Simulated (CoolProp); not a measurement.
Values from CoolProp's reference Helmholtz-energy equation of state, Thol 2014.

**Question.** For diethyl ether, give the phase and the cv (kJ/(kg K)), isothermal compressibility (1/MPa), fugacity coefficient at 396.1 K and 11.6 MPa.

**Answer.** 
- 396.1 K and 11.6 MPa: liquid; cv 1.97, isothermal compressibility 0.00442, fugacity coefficient 0.113
